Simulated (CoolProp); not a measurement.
A single-stage vapour-compression cycle with R507A: evaporating at 217.15 K (dew point), condensing at 279.15 K (bubble point), superheat 10 K, subcooling 2 K, compressor efficiency 0.75, no pressure losses. Each further row changes one setting.

Values from CoolProp's reference Helmholtz-energy equation of state, Lemmon 2003. It is a pseudo-pure fit of the blend.

| case | cooling COP | pressure ratio | discharge temperature (K) | refrigerating effect (kJ/kg) | volumetric capacity (kJ/m³) |
|---|---|---|---|---|---|
| as stated | 1.94 | 11.8 | 320.3 | 132 | 452 |
| evaporating temperature 222.15 K | 2.22 | 9.14 | 316.3 | 135 | 591 |
| condensing temperature 274.15 K | 2.19 | 10.2 | 314.0 | 139 | 476 |
| subcooling 7 K | 2.04 | 11.8 | 320.3 | 139 | 476 |
| superheat 20 K | 1.96 | 11.8 | 331.4 | 140 | 456 |
| compressor efficiency 0.65 | 1.68 | 11.8 | 330.8 | 132 | 452 |
